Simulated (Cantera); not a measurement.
A perfectly stirred reactor is fed with 53.5 % NH3, 46.5 % H2, at 0.240 bar; it is held at 1525 K, and followed from long to short residence time.

Computed with Cantera and the gas-phase N/H chemistry of the illustrative SiF4/NH3 mechanism in the Surface Chemkin manual (1991). Walls and surfaces, which speed up NH3 decomposition in real reactors, are not modelled.

x: mole fraction; the columns are a selection and need not sum to one.

| τ (s) | x NH3 | x H2 | x NH | x N2H4 | x N2H2 |
|---|---|---|---|---|---|
| 6.9 | 0.494 | 0.493 | 1.20e-7 | 2.79e-8 | … |
| 1.7 | 0.524 | 0.473 | 1.22e-7 | 3.02e-8 | 1.86e-7 |
| 0.42 | 0.532 | 0.467 | 1.20e-7 | 3.02e-8 | 1.86e-7 |
| 0.10 | 0.534 | 0.466 | 1.08e-7 | 2.72e-8 | … |
| 0.026 | 0.535 | 0.465 | 6.89e-8 | 1.74e-8 | … |
| 0.0064 | 0.535 | 0.465 | 1.25e-8 | 3.12e-9 | … |
| 0.0016 | 0.535 | 0.465 | 8.59e-10 | 2.12e-10 | … |
| 0.00039 | 0.535 | 0.465 | 5.09e-11 | 1.21e-11 | 5.64e-11 |

Q: Complete the blanks.

A: 
- 6.9, x N2H2: 1.69e-7
- 0.10, x N2H2: 1.67e-7
- 0.026, x N2H2: 1.05e-7
- 0.0064, x N2H2: 1.79e-8
- 0.0016, x N2H2: 1.14e-9
